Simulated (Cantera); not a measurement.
Cantera run, input and output.

```python
import numpy as np
import cantera as ct

gas = ct.Solution("gri30.yaml")
gas.TPX = 375, 23000, {'CH3OH': 1, 'O2': 1.36, 'N2': 5.13}
flame = ct.FreeFlame(gas, width=0.11)
flame.set_refine_criteria(ratio=3, slope=0.08, curve=0.16)
flame.transport_model = "mixture-averaged"
flame.solve(loglevel=0, auto=True)
z, T = flame.grid, flame.T
thick = (T[-1] - T[0]) / np.gradient(T, z).max()
show = ['CH3OH', 'O2', 'NO2', 'CH3', 'HO2', 'NO']
print(f"laminar burning velocity  {flame.velocity[0] * 100:.3f} cm/s")
print(f"burnt temperature         {T[-1]:.1f} K")
print(f"thermal thickness         {thick * 1e3:.4f} mm")
print(f"grid points               {len(z)}")
z0 = z[flame.heat_release_rate.argmax()]
print(f"{'z/mm':>9s}{'T/K':>9s}{'u/(m/s)':>9s}" + "".join(f"{s:>11s}" for s in show))
rows = []
for k in (-3, -2, -1.5, -1, -0.5, -0.25, 0, 0.25, 0.5, 1, 2, 4, 8):
    zz = z0 + k * thick
    rows.append([k * thick, np.interp(zz, z, T), np.interp(zz, z, flame.velocity),
                 *(np.interp(zz, z, flame.X[gas.species_index(s)]) for s in show)])
    print(f"{rows[-1][0] * 1e3:9.3f}{rows[-1][1]:9.1f}{rows[-1][2]:9.3f}" + "".join(f"{x:11.3e}" for x in rows[-1][3:]))
```

Output:

```
laminar burning velocity  83.630 cm/s
burnt temperature         2216.7 K
thermal thickness         1.0405 mm
grid points               146
     z/mm      T/K  u/(m/s)      CH3OH         O2        NO2        CH3        HO2         NO
   -3.122    375.1    0.838  1.333e-01  1.813e-01  1.018e-11  1.519e-13  8.793e-08  3.680e-12
   -2.081    376.3    0.843  1.329e-01  1.806e-01  1.953e-10  1.794e-12  1.315e-06  5.608e-11
   -1.561    382.4    0.861  1.321e-01  1.794e-01  1.364e-09  1.239e-11  7.703e-06  3.372e-10
   -1.041    439.0    1.000  1.282e-01  1.736e-01  1.653e-08  5.521e-10  8.248e-05  4.128e-09
   -0.520    816.3    1.934  9.738e-02  1.416e-01  1.191e-07  5.704e-07  1.045e-03  9.351e-08
   -0.260   1220.2    2.989  5.402e-02  1.053e-01  1.161e-07  2.314e-05  2.706e-03  3.536e-07
    0.000   1625.3    4.116  8.698e-03  6.677e-02  2.021e-08  2.254e-04  1.827e-03  8.437e-07
    0.260   1756.6    4.479  1.466e-04  4.313e-02  3.651e-10  7.263e-05  6.082e-05  1.369e-06
    0.520   1785.8    4.540  4.819e-07  2.991e-02  5.946e-11  3.619e-06  3.729e-06  1.840e-06
    1.041   1819.5    4.594  8.394e-11  2.065e-02  7.452e-11  2.474e-08  2.420e-06  2.680e-06
    2.081   1859.0    4.665  3.279e-14  1.695e-02  1.070e-10  1.298e-11  1.929e-06  4.158e-06
    4.162   1908.5    4.769  4.295e-17  1.500e-02  1.765e-10  3.064e-15  1.606e-06  6.773e-06
    8.324   1972.5    4.907  3.236e-17  1.291e-02  3.233e-10  1.422e-15  1.269e-06  1.140e-05
```

Detailed kinetics in Cantera: GRI-Mech 3.0 (53 species, 325 reactions). GRI-Mech 3.0 was tuned for natural gas; its chemistry of methanol as a main component is partial and can be far from experiment. Burning velocities carry a grid error of a few per cent, more on coarse grids.
